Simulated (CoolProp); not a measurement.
The numbers come from the reference Helmholtz-energy equation of state, Rui 2013 in CoolProp.

**Question.** For R236EA, give the phase and the cv (kJ/(kg K)), Joule-Thomson coefficient (K/MPa), viscosity (µPa s), conductivity (mW/(m K)) at 44.35 °C and 6000 kPa.

**Answer.** 
- 44.35 °C and 6000 kPa: liquid; cv 0.909, Joule-Thomson coefficient -0.163, viscosity 332, conductivity 76.6

Viscosity comes from a separate model (Huber 2003), an estimate that may be off by 10 % or more. Thermal conductivity comes from a separate model (Huber 2003), an estimate that may be off by 10 % or more.
